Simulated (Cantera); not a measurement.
Low-pressure radical oxidation in H2/O2

An isothermal, constant-pressure homogeneous reactor starts with H2 : O2 = 0.085 : 1 (molar parts), equivalence ratio 0.043, at 1098 K and 29.3 Torr.

Model: the H2/O2 subset of GRI-Mech 3.0, which has no nitrogen chemistry, integrated in Cantera. Radical loss at walls, strong at low pressure, is not modelled. The temperature is held fixed by assumption; the heat of reaction is taken as removed at once.

```csv
t (s),x H2,x O2,x H2O,x H,x OH
1.00e-6,0.0783,0.922,<1e-12,2.30e-11,<1e-12
3.35e-6,0.0783,0.922,<1e-12,7.41e-11,4.65e-12
1.12e-5,0.0783,0.922,1.01e-11,2.24e-10,4.31e-11
3.76e-5,0.0783,0.922,2.67e-10,6.97e-10,3.19e-10
0.000126,0.0783,0.922,7.46e-9,4.72e-9,3.16e-9
0.000422,0.0783,0.922,2.26e-6,9.72e-7,6.89e-7
0.00141,0.00508,0.882,0.0627,0.0178,0.00471
0.00474,0.000590,0.909,0.0787,0.00178,0.00171
0.0159,6.02e-5,0.917,0.0811,5.64e-5,0.000521
0.0532,5.33e-6,0.918,0.0814,1.70e-6,0.000163
0.178,6.28e-7,0.918,0.0815,8.41e-8,6.01e-5
0.597,1.06e-7,0.918,0.0815,6.77e-9,2.60e-5
2.00,2.30e-8,0.918,0.0815,7.46e-10,1.24e-5
```
x: mole fraction; the columns are a selection and need not sum to one.

Equilibrium at this temperature and pressure: H2 5.44e-10, O2 0.918, H2O 0.0815, H 2.94e-12, OH 1.94e-6 (gas phase only).
